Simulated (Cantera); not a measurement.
A perfectly stirred reactor is fed with 4.41 % CH4, 1.37 % H2, 19.8 % O2, 74.4 % N2, at 47000 Pa; it is adiabatic with a 550 K inlet, and is followed from long to short residence time, starting on the burning branch (τ in s: 0.12, 0.053, 0.024, 0.011, 0.0049, 0.0022, 0.00099, 0.00045, 0.0002, 9e-05, 4.1e-05, 1.8e-05).

Model: GRI-Mech 3.0 (53 species, 325 reactions), integrated in Cantera.

Predict: blow-out, bracketed by the residence times tried; x(CH4) at τ = 0.120 s; x(H2) at τ = 0.120 s; x(O2) at τ = 0.120 s; x(CH2O) at τ = 0.120 s; x(CO2) at τ = 0.120 s; x(CH4) at τ = 0.990 ms; x(H2) at τ = 0.990 ms; x(O2) at τ = 0.990 ms; x(CH2O) at τ = 0.990 ms; x(CO2) at τ = 0.990 ms.


| Property | Result |
|---|---|
| blow-out, bracketed by the residence times tried | burning at 0.450 ms, out at 0.200 ms |
| x(CH4) at τ = 0.120 s | 1.39e-5 |
| x(H2) at τ = 0.120 s | 0.000135 |
| x(O2) at τ = 0.120 s | 0.103 |
| x(CH2O) at τ = 0.120 s | 1.39e-6 |
| x(CO2) at τ = 0.120 s | 0.0439 |
| x(CH4) at τ = 0.990 ms | 0.000391 |
| x(H2) at τ = 0.990 ms | 0.00224 |
| x(O2) at τ = 0.990 ms | 0.107 |
| x(CH2O) at τ = 0.990 ms | 3.76e-5 |
| x(CO2) at τ = 0.990 ms | 0.0349 |
